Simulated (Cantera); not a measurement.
What does this Cantera script print?

```python
import numpy as np
import cantera as ct

gas = ct.Solution("gri30.yaml")
gas.TP = 300, 69000
flame = ct.CounterflowDiffusionFlame(gas, width=0.02)
flame.fuel_inlet.X, flame.fuel_inlet.T = {'CH4': 1, 'N2': 0.4}, 425
flame.oxidizer_inlet.X, flame.oxidizer_inlet.T = {'O2': 0.27, 'N2': 0.73}, 525
flame.set_refine_criteria(ratio=3, slope=0.12, curve=0.24, prune=0.03)
show = ['OH', 'H', 'NO', 'CO', 'C2H2']

rows = []
print(f"{'mdot':>8s}{'a_max':>10s}{'a_mean':>10s}{'Tmax/K':>9s}" + "".join(f"{s:>11s}" for s in show) + "   (peak mole fractions)")
for i, mdot in enumerate([0.17, 0.22, 0.29, 0.37, 0.48, 0.63, 0.81, 1.1]):  # kg/m2/s on the oxidiser side
    flame.oxidizer_inlet.mdot, flame.fuel_inlet.mdot = mdot, 0.77 * mdot
    flame.solve(loglevel=0, auto=(i == 0))
    if flame.T.max() < max(425, 525) + 100:
        print(f"{mdot:8.3g}  no burning solution found from the previous one")
        break
    dT = np.abs(np.gradient(flame.T, flame.grid))
    rows.append([flame.strain_rate("max"), flame.strain_rate("mean"), flame.T.max(),
                 *(flame.X[gas.species_index(s)].max() for s in show), max(dT[0], dT[-1]) / dT.max()])
    print(f"{mdot:8.3g}{rows[-1][0]:10.1f}{rows[-1][1]:10.1f}{rows[-1][2]:9.1f}" + "".join(f"{x:11.3e}" for x in rows[-1][3:-1]))
```

It prints:

```
    mdot     a_max    a_mean   Tmax/K         OH          H         NO         CO       C2H2   (peak mole fractions)
    0.17     189.4      35.7   2254.9  1.331e-02  6.690e-03  4.450e-04  8.081e-02  1.663e-02
    0.22     236.3      46.2   2241.3  1.322e-02  6.883e-03  4.137e-04  7.946e-02  1.612e-02
    0.29     301.5      60.9   2231.9  1.322e-02  7.146e-03  3.871e-04  7.841e-02  1.573e-02
    0.37     374.2      77.7   2223.3  1.317e-02  7.369e-03  3.629e-04  7.754e-02  1.535e-02
    0.48     472.0     100.8   2211.8  1.303e-02  7.568e-03  3.344e-04  7.656e-02  1.492e-02
    0.63     603.3     132.3   2200.1  1.287e-02  7.771e-03  3.039e-04  7.563e-02  1.443e-02
    0.81     758.6     170.1   2188.8  1.270e-02  7.942e-03  2.745e-04  7.480e-02  1.390e-02
     1.1    1004.3     231.0   2173.4  1.241e-02  8.109e-03  2.367e-04  7.393e-02  1.317e-02
```

Cantera simulation using GRI-Mech 3.0 (53 species, 325 reactions); the numbers are that mechanism's predictions, not measurements. GRI-Mech 3.0 has no aromatics or soot, which form on the fuel side of real flames. The maximum strain rate includes the flame's own expansion and is several times the mean.
